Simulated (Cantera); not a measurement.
An isothermal, constant-pressure homogeneous reactor starts with NH3 : N2 = 1 : 0.21 (molar parts), at 2073 K and 0.0263 atm. Integrator tolerance rtol = 1e-08.

Model: the gas-phase N/H chemistry of the illustrative SiF4/NH3 mechanism in the Surface Chemkin manual (1991), integrated in Cantera. Walls and surfaces, which speed up NH3 decomposition in real reactors, are not modelled.

**Question.** What does this change do: temperature 2073 to 1250 K?

**Answer.** 
```csv
quantity,before,after
x(NH3) at 30.0 s,3.61e-7 (gas-phase equilibrium 1.46e-7),0.826 (gas-phase equilibrium 1.27e-6)
x(N2) at 30.0 s,0.319 (gas-phase equilibrium 0.319),0.174 (gas-phase equilibrium 0.321)
x(NH2) at 30.0 s,2.13e-8 (gas-phase equilibrium 8.67e-9),4.23e-6 (gas-phase equilibrium 7.79e-12)
x(N2H2) at 30.0 s,<1e-12 (gas-phase equilibrium <1e-12),7.34e-8 (gas-phase equilibrium <1e-12)
x(N2H4) at 30.0 s,<1e-12 (gas-phase equilibrium <1e-12),4.53e-9 (gas-phase equilibrium <1e-12)
x(N) at 30.0 s,2.11e-8 (gas-phase equilibrium 8.59e-9),<1e-12 (gas-phase equilibrium <1e-12)
```
